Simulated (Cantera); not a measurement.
B2O3 + NH3 (boron, boron nitride and boron oxide)

A closed system holds: 1 mol B2O3, a varied amount of NH3, held at 9500 Pa.

Cantera equilibrium calculation (NASA polynomials, part measured and part estimated; ideal gas, pure solids and liquids). Candidate condensed phases: B, BN, B2O3, B3O3H3, H2O; 39 gas species. Mutual solubility and eutectic melting of coexisting phases are not modelled. Equilibrium is a limit: real reactors are often held back by kinetics, nucleation or transport.

Problem. Map the stable condensed phases over T = 998, 1098, 1198, 1298, 1398, 1498, 1598, 1698, 1798, 1898, 1998, 2098, 2198 K and n(NH3) in mol = 3.1, 5.2, 7.4, 9.5, 12, 14, 16, 18, 20, 22, 24.

Solution. 
```
T in K \ n(NH3) in mol
         3.1 5.2 7.4 9.5  12  14  16  18  20  22  24
   2198    A   A   A   A   A   A   A   A   A   A   A
   2098    A   A   A   A   A   A   A   A   A   A   A
   1998    A   A   A   A   A   A   A   A   A   A   A
   1898    A   A   A   A   A   A   A   A   A   A   A
   1798    B   B   A   A   A   A   A   A   A   A   A
   1698    C   C   C   C   C   C   C   C   C   C   D
   1598    C   C   C   C   C   C   C   C   C   C   C
   1498    C   C   C   C   C   C   C   C   C   C   C
   1398    C   C   C   C   C   C   C   C   C   C   C
   1298    C   C   C   C   C   C   C   C   C   C   C
   1198    C   C   C   C   C   C   C   C   C   C   C
   1098    C   C   C   C   C   C   C   C   C   C   C
    998    C   C   C   C   C   C   C   C   C   C   C
```
A: gas only; B: B2O3; C: BN + B2O3; D: BN.
